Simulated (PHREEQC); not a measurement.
A solution holds 0.93 mol/kgw KHCO3, 0.00014 mol/kgw NaF and 0.0077 mol/kgw LiCl, at 25 °C. Closed to the air; pH follows from the charge balance.

Model: ion-association model, phreeqc.dat, run in PHREEQC.

Precipitation was switched off in this run.

Task: Order these Na species by the share of Na that they hold, largest first: NaHCO3, Na+, NaCO3-.

Result: Na+ (81 %), NaHCO3 (16 %), NaCO3- (3.4 %)

The pH is 7.94 and the ionic strength 0.951 mol/kgw. The ionic strength is past about 0.7 mol/kgw, beyond the range of this activity model, so the values are rough. Species that the database lacks are ignored.
